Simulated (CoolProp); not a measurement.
Vapour pressure (bar) of oxygen: the reference equation beside estimates from Tc = -118.6 °C, pc = 50.46 bar, ω = 0.022. Clausius-Clapeyron is anchored at -155.25 °C with a constant enthalpy of vaporisation of 5.675 kJ/mol.

Model: reference Helmholtz-energy equation of state, Schmidt 1985, in CoolProp.

```tsv
T (°C)	reference	Lee-Kesler	Clausius-Clapeyron	van der Waals	Redlich-Kwong	Soave-Redlich-Kwong	Peng-Robinson
-159.85	6.777	6.782	7.140	12.73	6.424	6.802	6.805
-155.25	9.032	9.040	9.032	15.45	8.741	9.093	9.070
-150.55	11.85	11.86	11.28	18.57	11.66	11.96	11.90
-145.85	15.25	15.25	13.85	22.08	15.18	15.42	15.33
-141.25	19.20	19.19	16.70	25.88	19.28	19.45	19.32
-136.55	23.95	23.92	19.95	30.17	24.18	24.27	24.11
-131.85	29.50	29.45	23.56	34.86	29.85	29.87	29.69
-127.25	35.78	35.74	27.43	39.86	36.19	36.16	36.00
```

Absolute difference from the reference over all 8 rows, mean and median: Lee-Kesler 0.1 and 0.1 %, Clausius-Clapeyron 11.6 and 11.1 %, van der Waals 43.8 and 39.8 %, Redlich-Kwong 1.8 and 1.2 %, Soave-Redlich-Kwong 1.0 and 1.1 %, Peng-Robinson 0.5 and 0.6 %.
